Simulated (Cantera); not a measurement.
A closed system holds: 1 mol Si2Cl6, 0.68 mol Cl2, 4.9 mol H2, at 1048.15 K and 6.08 Torr.

Method: chemical equilibrium by Gibbs-energy minimisation in Cantera with the NASA 1993 tables (ideal gas, pure condensed phases). Candidate condensed phases: Si; 19 gas species. The feed counts by its element totals alone. The tables' values for SiCl3 are old estimates; treat these amounts as uncertain. Kinetics and transport are ignored.

Base state: H2 0.673, SiCl4 0.221, HCl 0.0595, SiHCl3 0.0256, SiCl3 0.0109, SiCl2 0.00981, SiH2Cl2 0.000337 (mole fractions); condensed: Si(s).

### Question
What changes in the equilibrium state with this change: temperature from 1048.15 K to 800 K?

### Answer
| species | before | after |
|---|---|---|
| H2 | 0.673 | 0.713 |
| SiCl4 | 0.221 | 0.249 |
| SiHCl3 | 0.0256 | 0.0317 |
| HCl | 0.0595 | 0.00508 |
| SiCl3 | 0.0109 | 0.000289 |
| SiCl2 | 0.00981 | 3.71e-5 |
| SiH2Cl2 | 0.000337 | 0.000325 |
| Si(s), mol | 0.165 | 0.114 |
